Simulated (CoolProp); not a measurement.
Aqueous magnesium chloride as a coolant, 25 % by mass, freezing at -50.2 °C, 1 atm.

Values from CoolProp's Melinder's fits for secondary coolants.

```json
[
 {"T (°C)": "-13.8", "density (kg/m³)": "1249", "viscosity (mPa s)": "63.5", "Prandtl number": "387", "cp (kJ/(kg K))": "2.815"},
 {"T (°C)": "-8.6", "density (kg/m³)": "1247", "viscosity (mPa s)": "46.6", "Prandtl number": "279", "cp (kJ/(kg K))": "2.825"},
 {"T (°C)": "-3.3", "density (kg/m³)": "1244", "viscosity (mPa s)": "34.5", "Prandtl number": "202", "cp (kJ/(kg K))": "2.836"},
 {"T (°C)": "1.9", "density (kg/m³)": "1240", "viscosity (mPa s)": "26.0", "Prandtl number": "150", "cp (kJ/(kg K))": "2.845"},
 {"T (°C)": "7.1", "density (kg/m³)": "1237", "viscosity (mPa s)": "19.9", "Prandtl number": "113", "cp (kJ/(kg K))": "2.855"},
 {"T (°C)": "12.3", "density (kg/m³)": "1234", "viscosity (mPa s)": "15.6", "Prandtl number": "87.0", "cp (kJ/(kg K))": "2.864"},
 {"T (°C)": "17.5", "density (kg/m³)": "1230", "viscosity (mPa s)": "12.5", "Prandtl number": "68.6", "cp (kJ/(kg K))": "2.872"},
 {"T (°C)": "22.7", "density (kg/m³)": "1227", "viscosity (mPa s)": "10.3", "Prandtl number": "55.6", "cp (kJ/(kg K))": "2.879"},
 {"T (°C)": "27.9", "density (kg/m³)": "1224", "viscosity (mPa s)": "8.73", "Prandtl number": "46.3", "cp (kJ/(kg K))": "2.884"},
 {"T (°C)": "33.2", "density (kg/m³)": "1222", "viscosity (mPa s)": "7.62", "Prandtl number": "39.8", "cp (kJ/(kg K))": "2.887"},
 {"T (°C)": "38.4", "density (kg/m³)": "1219", "viscosity (mPa s)": "6.91", "Prandtl number": "35.5", "cp (kJ/(kg K))": "2.889"}
]
```
